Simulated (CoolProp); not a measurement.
Properties of C3F8 (R218) along the isotherm 394.7 K (Tc = 345.0 K, pc = 26.40 bar, ω = 0.317).

Computed with CoolProp (reference Helmholtz-energy equation of state, Lemmon 2006). It is a short technical equation, of lower accuracy than the large ones.

| p (bar) | phase | density (kg/m³) | cp (kJ/(kg K)) | Prandtl number | fugacity coefficient |
|---|---|---|---|---|---|
| 1.02 | gas | 5.890 | 0.9241 | 0.734 | 0.9922 |
| 2.03 | gas | 11.82 | 0.9270 | 0.736 | 0.9846 |
| 3.05 | gas | 17.90 | 0.9300 | 0.738 | 0.9768 |
| 4.06 | gas | 24.02 | 0.9332 | 0.740 | 0.9692 |
| 5.08 | gas | 30.31 | 0.9365 | 0.742 | 0.9615 |
| 6.09 | gas | 36.65 | 0.9400 | 0.744 | 0.9539 |
| 7.11 | gas | 43.17 | 0.9437 | 0.747 | 0.9462 |
| 8.12 | gas | 49.75 | 0.9476 | 0.749 | 0.9386 |
| 9.14 | gas | 56.51 | 0.9517 | 0.752 | 0.9310 |
| 10.2 | gas | 63.69 | 0.9561 | 0.756 | 0.9231 |
| 11.2 | gas | 70.60 | 0.9606 | 0.759 | 0.9156 |
| 12.2 | gas | 77.65 | 0.9653 | 0.763 | 0.9082 |
| 13.2 | gas | 84.85 | 0.9703 | 0.767 | 0.9008 |

Viscosity comes from a separate model (Huber 2003), an estimate that may be off by 10 % or more. Thermal conductivity comes from a separate model (Huber 2003), an estimate that may be off by 10 % or more.
